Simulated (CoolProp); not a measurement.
The numbers come from the reference Helmholtz-energy equation of state, Wagner 2002 in CoolProp.

### Question
Give the vapour pressure (MPa), liquid cp (kJ/(kg K)), vapour Z, surface tension (mN/m) of saturated water at 511.6 K.

### Answer
```
T (K)  p (MPa)  liquid cp (kJ/(kg K))  vapour Z  surface tension (mN/m)
-----  -------  ---------------------  --------  ----------------------
511.6     3.26                   4.76     0.847                    28.5
```

Surface tension comes from a separate correlation (Mulero 2012).
